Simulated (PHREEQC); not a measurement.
Dissolve 0.0023 mol/kgw MgSO4 at 81 °C. Closed to the air; pH follows from the charge balance.

Computed with PHREEQC (ion-association model, phreeqc.dat).

```tsv
quantity	before	after
pH	6.21	6.08
ionic strength (mol/kgw)	0.00586	0.00690
```

Problem. What was changed between the two runs?
(A) MgSO4 from 0.0023 to 0.00253 mol/kgw
(B) MgSO4 replaced by Li2SO4 at the same molality
(C) 0.0014 mol/kgw TMAH added
(D) diluted 5-fold with water
(E) MgSO4 replaced by MgCl2 at the same molality

Solution. E, MgSO4 replaced by MgCl2 at the same molality

No solid was allowed to form. At this temperature some constants are extrapolated from 25 °C, and those without enthalpy data are left unchanged.
